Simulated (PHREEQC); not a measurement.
## Brine

A solution holds 1.9 mol/kgw H2SO4 and 1.2 mol/kgw NaCl, at 75 °C. Closed to the air; pH follows from the charge balance.

The numbers come from PHREEQC with the Pitzer model, pitzer.dat.

No solid was allowed to form.

Task: What pH, density does the model give?

Result: pH -0.69; density 1.111 g/cm³.

Task: In which forms is S present?

Result: HSO4- 93 %, SO4-2 6.9 % of the S.

In brines, pH and single-ion activities rest on the MacInnes convention. Away from 25 °C the constants follow the database's enthalpies or fits; those with neither stay at their 25 °C values.
